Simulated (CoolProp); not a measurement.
Isobutene at 293.15 K and 0.214 MPa is throttled through a valve to 0.0928 MPa with no heat exchange. Each further row changes one setting.

The numbers come from the reference Helmholtz-energy equation of state, Lemmon 2005 in CoolProp. It is a short technical equation, of lower accuracy than the large ones.

```
case                        temperature change (K)  final density (kg/m³)
--------------------------  ----------------------  ---------------------
as stated                                     -3.7                   2.23
outlet pressure 0.0278 MPa                    -5.6                  0.658
outlet pressure 0.121 MPa                     -2.8                   2.92
```
